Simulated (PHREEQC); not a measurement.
Solution (23 °C): 0.7 mol MgSO4 and 1.7 mol KCl per kg of water. Closed to the air; pH follows from the charge balance.

All values are PHREEQC results (Pitzer model, pitzer.dat), not measurements.

```
quantity                  before  after
------------------------  ------  -----
pH                          6.46   6.62
ionic strength (mol/kgw)    4.50   2.80
```

**Question.** What was changed between the two runs?
A) MgSO4 replaced by H2SO4 at the same molality
B) MgSO4 from 0.7 to 1.4 mol/kgw
C) KCl replaced by NaCl at the same molality
D) KCl left out
E) MgSO4 left out

**Answer.** D, KCl left out

Precipitation was switched off in this run.
